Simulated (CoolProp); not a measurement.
Vapour-liquid equilibrium of n-perfluorobutane (1) + R365MFC (2) at 306.7 K; x and y are mole fractions of (1).

The numbers come from the multi-fluid Helmholtz-energy mixture model, Gao 2022 and Lemmon 2016; pair parameters Bell 2016 in CoolProp.

| x | bubble pressure, mixture model (bar) | bubble pressure, Raoult's law (bar) | y, mixture model | y, Raoult's law |
|---|---|---|---|---|
| 0.05 | 1.379 | 0.9277 | 0.437 | 0.188 |
| 0.2 | 2.341 | 1.331 | (withheld) | 0.523 |
| 0.35 | (withheld) | 1.735 | (withheld) | 0.703 |
| 0.5 | 2.949 | 2.139 | (withheld) | 0.815 |
| 0.65 | (withheld) | 2.543 | 0.823 | 0.891 |
| 0.8 | (withheld) | 2.946 | 0.875 | 0.946 |
| 0.95 | (withheld) | 3.350 | (withheld) | 0.988 |

**Question.** What belongs in the gaps?

**Answer.** 
- 0.2, y, mixture model: 0.691
- 0.35, bubble pressure, mixture model (bar): 2.734
- 0.35, y, mixture model: 0.753
- 0.5, y, mixture model: 0.787
- 0.65, bubble pressure, mixture model (bar): 3.129
- 0.8, bubble pressure, mixture model (bar): 3.304
- 0.95, bubble pressure, mixture model (bar): 3.453
- 0.95, y, mixture model: 0.960

The largest gap from Raoult's law is +75.9 % in bubble pressure, at x = 0.2. No azeotrope shows between x = 0.05 and 0.95.

Pair parameters are fitted to limited data, so mixtures are less certain than the pure fluids. With so large a gap from Raoult's law the liquid may split in two, which this calculation doesn't test in full.
